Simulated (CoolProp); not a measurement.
Model: reference Helmholtz-energy equation of state, Jacobsen 1992, in CoolProp.

### Question
For R11, give the phase and the viscosity (µPa s), conductivity (mW/(m K)) at 365.4 K and 159 bar; 302 K and 0.13 bar.

### Answer
- 365.4 K and 159 bar: liquid; viscosity 294, conductivity 76.5
- 302 K and 0.13 bar: gas; viscosity 10.4, conductivity 8.57

Viscosity comes from a separate model (Klein 1997), an estimate that may be off by 10 % or more. Thermal conductivity comes from a separate model (McLinden 2000), an estimate that may be off by 10 % or more.
